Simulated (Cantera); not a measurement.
## Hydrocarbon pyrolysis for carbon deposition

An isothermal, constant-pressure homogeneous reactor starts with 4.00 % C2H6, 96.0 % N2, at 1775 K and 100 Pa.

Computed with Cantera and GRI-Mech 3.0 (53 species, 325 reactions). GRI-Mech 3.0 stops at C3 and has no aromatics, soot or wall deposition, so with more carbon than oxygen in the feed, carbon stays in small species such as C2H2 where larger ones or solid carbon would form. Radical loss at walls, strong at low pressure, is not modelled.

```csv
t (s),x C2H6,x H,x C2H2,x CH3,x HCN,x CH4
2.00e-6,0.0400,1.54e-8,<1e-12,3.15e-5,<1e-12,1.22e-9
8.12e-6,0.0399,6.21e-8,<1e-12,0.000128,<1e-12,2.01e-8
3.30e-5,0.0397,2.62e-7,<1e-12,0.000517,<1e-12,3.31e-7
0.000134,0.0389,2.12e-6,8.97e-11,0.00207,<1e-12,5.40e-6
0.000543,0.0357,6.20e-5,2.91e-8,0.00784,1.25e-10,8.52e-5
0.00220,0.0220,0.00105,8.09e-5,0.0226,6.67e-7,0.00112
0.00894,0.000600,0.00297,0.0108,0.0162,1.74e-5,0.00674
0.0363,2.31e-6,0.00126,0.0295,0.00267,3.66e-5,0.00670
0.147,4.22e-7,0.000638,0.0339,0.000949,4.29e-5,0.00509
0.598,1.01e-7,0.000407,0.0351,0.000422,4.69e-5,0.00361
2.43,2.71e-8,0.000364,0.0359,0.000212,5.12e-5,0.00207
9.85,3.53e-9,0.000513,0.0367,8.10e-5,6.27e-5,0.000574
40.0,4.69e-11,0.00100,0.0369,1.11e-5,9.79e-5,4.05e-5
```
x: mole fraction; the columns are a selection and need not sum to one.

Equilibrium at this temperature and pressure: C2H6 <1e-12, H 0.00249, C2H2 0.00953, CH3 9.21e-8, HCN 0.0549, CH4 1.33e-7 (gas phase only).
